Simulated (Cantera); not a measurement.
Mixture: CH₄ : H₂ : O₂ : N₂ = 1 : 0.1 : 2.36 : 8.86 (molar parts), equivalence ratio 0.87, at 960000 Pa, adiabatic and at constant pressure. Ignition delay is the time to a rise of 400 K.

Detailed kinetics in Cantera: GRI-Mech 3.0 (53 species, 325 reactions).

### Question
What does this change do: constant volume in place of constant pressure?

### Answer
| quantity | before | after |
|---|---|---|
| delay at 1048 K | 8.99 ms | 8.43 ms |
| delay at 1098 K | 4.54 ms | 4.25 ms |
| delay at 1148 K | 2.61 ms | 2.44 ms |
| delay at 1198 K | 1.61 ms | 1.50 ms |
| delay at 1248 K | 1.02 ms | 0.954 ms |
| delay at 1298 K | 0.659 ms | 0.612 ms |
| delay at 1348 K | 0.425 ms | 0.394 ms |
| apparent activation energy between 1248 and 1348 K | 120 kJ/mol | 120 kJ/mol |
